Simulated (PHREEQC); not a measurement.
Solution (25 °C): 0.29 mol BaBr2 per kg of water. Closed to the air; pH follows from the charge balance.

Model: ion-association model, wateq4f.dat, run in PHREEQC.

This is a speciation only: nothing precipitates in the calculation.

Problem. Estimate the activity of water.

Solution. activity of water 0.985.

The ionic strength is past about 0.7 mol/kgw, beyond the range of this activity model, so the values are rough. Complexes and solids missing from the database can't appear.
